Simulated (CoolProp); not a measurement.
Vapour-liquid equilibrium of R134a (1) + R142b (2) at 329.9 K; x and y are mole fractions of (1).

Model: multi-fluid Helmholtz-energy mixture model, Tillner-Roth 1994 and Lemmon 2006; pair parameters Bell 2016, in CoolProp.

```json
[
 {"x": "0.05", "bubble pressure (bar)": "8.536", "y at the bubble point": "0.089", "dew pressure at overall composition x (bar)": "8.335", "liquid density (mol/L)": "10.21"},
 {"x": "0.15", "bubble pressure (bar)": "9.404", "y at the bubble point": "0.243", "dew pressure at overall composition x (bar)": "8.862", "liquid density (mol/L)": "10.23"},
 {"x": "0.25", "bubble pressure (bar)": "10.24", "y at the bubble point": "0.371", "dew pressure at overall composition x (bar)": "___", "liquid density (mol/L)": "10.26"},
 {"x": "0.35", "bubble pressure (bar)": "11.05", "y at the bubble point": "0.481", "dew pressure at overall composition x (bar)": "10.10", "liquid density (mol/L)": "10.28"},
 {"x": "0.45", "bubble pressure (bar)": "11.82", "y at the bubble point": "0.577", "dew pressure at overall composition x (bar)": "10.81", "liquid density (mol/L)": "10.30"},
 {"x": "0.55", "bubble pressure (bar)": "12.56", "y at the bubble point": "0.663", "dew pressure at overall composition x (bar)": "11.60", "liquid density (mol/L)": "___"},
 {"x": "0.65", "bubble pressure (bar)": "13.27", "y at the bubble point": "0.743", "dew pressure at overall composition x (bar)": "12.45", "liquid density (mol/L)": "10.35"},
 {"x": "0.75", "bubble pressure (bar)": "___", "y at the bubble point": "0.818", "dew pressure at overall composition x (bar)": "13.34", "liquid density (mol/L)": "10.38"},
 {"x": "0.85", "bubble pressure (bar)": "14.62", "y at the bubble point": "0.891", "dew pressure at overall composition x (bar)": "14.25", "liquid density (mol/L)": "10.42"},
 {"x": "0.95", "bubble pressure (bar)": "15.25", "y at the bubble point": "0.963", "dew pressure at overall composition x (bar)": "15.14", "liquid density (mol/L)": "10.46"}
]
```

Task: What belongs in the gaps?

Result: 
- 0.25, dew pressure at overall composition x (bar): 9.447
- 0.55, liquid density (mol/L): 10.33
- 0.75, bubble pressure (bar): 13.96

No azeotrope shows between x = 0.05 and 0.95.

Pair parameters are fitted to limited data, so mixtures are less certain than the pure fluids.
